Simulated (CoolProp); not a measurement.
Properties of hydrogen chloride at several states.

Values from CoolProp's reference Helmholtz-energy equation of state, Thol 2018.

```tsv
T (K)	p (kPa)	phase	density (kg/m³)	cp (kJ/(kg K))	cv (kJ/(kg K))	speed of sound (m/s)	expansivity (1/kK)
319.4	527	gas	7.423	0.8423	[?]	314.7	3.390
209.8	2810	liquid	1134	1.673	0.9981	[?]	[?]
578.4	49600	supercritical	406.8	1.264	0.6597	[?]	2.717
229.4	37500	liquid	1140	1.588	[?]	1080	[?]
302.4	566	gas	8.483	[?]	0.5963	304.8	3.669
185.4	1130	liquid	1193	1.656	1.051	1107	2.048
```

Q: What belongs in the gaps?

A: 
- 319.4, cv (kJ/(kg K)): 0.5884
- 209.8, speed of sound (m/s): 1000
- 209.8, expansivity (1/kK): 2.322
- 578.4, speed of sound (m/s): 521.1
- 229.4, cv (kJ/(kg K)): 0.9708
- 229.4, expansivity (1/kK): 1.941
- 302.4, cp (kJ/(kg K)): 0.8590
